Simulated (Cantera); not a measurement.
## Adiabatic ignition

An adiabatic, constant-volume homogeneous reactor starts with 25.4 % H2, 15.7 % O2, 58.9 % N2, at 1800 K and 0.360 bar.

Cantera simulation using GRI-Mech 3.0 (53 species, 325 reactions); the numbers are that mechanism's predictions, not measurements.

```csv
t (s),T (K),P (bar),x H2,x O2,x NO,x NO2,x H,x OH,x O
6.00e-6,1800,0.360,0.254,0.157,5.33e-12,<1e-12,0.000142,2.89e-5,2.43e-5
1.94e-5,1889,0.377,0.0520,0.0560,1.70e-6,6.07e-11,0.0994,0.0244,0.0371
6.29e-5,2144,0.421,0.0492,0.0486,3.36e-5,1.43e-9,0.0799,0.0319,0.0366
0.000204,2605,0.496,0.0467,0.0421,0.000363,3.41e-8,0.0477,0.0416,0.0275
0.000660,2883,0.538,0.0417,0.0370,0.00507,9.72e-7,0.0310,0.0434,0.0200
0.00214,2880,0.537,0.0424,0.0342,0.0133,2.48e-6,0.0304,0.0419,0.0187
0.00693,2879,0.537,0.0425,0.0337,0.0147,2.72e-6,0.0304,0.0417,0.0185
0.0224,2879,0.537,0.0425,0.0337,0.0147,2.72e-6,0.0304,0.0417,0.0185
0.0727,2879,0.537,0.0425,0.0337,0.0147,2.72e-6,0.0304,0.0417,0.0185
0.235,2879,0.537,0.0425,0.0337,0.0147,2.72e-6,0.0304,0.0417,0.0185
0.763,2879,0.537,0.0425,0.0337,0.0147,2.72e-6,0.0304,0.0417,0.0185
2.47,2879,0.537,0.0425,0.0337,0.0147,2.72e-6,0.0304,0.0417,0.0185
8.00,2879,0.537,0.0425,0.0337,0.0147,2.72e-6,0.0304,0.0417,0.0185
```
x: mole fraction; the columns are a selection and need not sum to one.

- time of steepest temperature rise: 15.3 µs
- temperature at 8.00 s: 2879 K
- equilibrium temperature: 2879 K
- x(H2) at 8.00 s: 0.0425 (gas-phase equilibrium 0.0425)
- x(O2) at 8.00 s: 0.0337 (gas-phase equilibrium 0.0337)
- x(NO) at 8.00 s: 0.0147 (gas-phase equilibrium 0.0147)
